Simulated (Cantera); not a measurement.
Mixture: CH₄ : H₂ : O₂ : N₂ = 1 : 0.59 : 4.99 : 31.4 (molar parts), at 1.00 atm, adiabatic and at constant volume. Ignition delay is the time to a rise of 400 K.

Cantera simulation using GRI-Mech 3.0 (53 species, 325 reactions); the numbers are that mechanism's predictions, not measurements.

Problem. Predict: delay at 1248 K; delay at 1298 K; delay at 1348 K; delay at 1398 K; delay at 1448 K; delay at 1498 K; apparent activation energy between 1398 and 1498 K.

Solution. 
```
Quantity                                                Result
--------------------------------------------------  ----------
delay at 1248 K                                        1.25 ms
delay at 1298 K                                       0.845 ms
delay at 1348 K                                       0.591 ms
delay at 1398 K                                       0.426 ms
delay at 1448 K                                       0.316 ms
delay at 1498 K                                       0.239 ms
apparent activation energy between 1398 and 1498 K  100 kJ/mol
```
